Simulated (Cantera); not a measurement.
Input: 1 mol Si(CH3)4, 0.1 mol C2H2, 280 mol H2, equilibrated at 1798 K and 790 Pa.

These are equilibrium values from Cantera (NASA tables, ideal gas, pure condensed phases), not measurements of a reactor. Candidate condensed phases: C, C6H6, C7H8, C8H18, Si, SiC; 87 gas species. The numbers say what is thermodynamically allowed, not how fast it happens.

Question: What is the equilibrium state?

Answer: 
```
Property                              Value
--------------------------------  ---------
x(H2)                                 0.996
x(H)                                0.00395
x(C2H2 (acetylene))                0.000172
x(Si)                               9.32e-6
x(CH4)                              6.07e-6
n(C(graphite))                     3.10 mol
n(SiC(s))                         0.997 mol
gas amount                        286.7 mol
log10 activity of Si(l) (absent)      -1.62
```
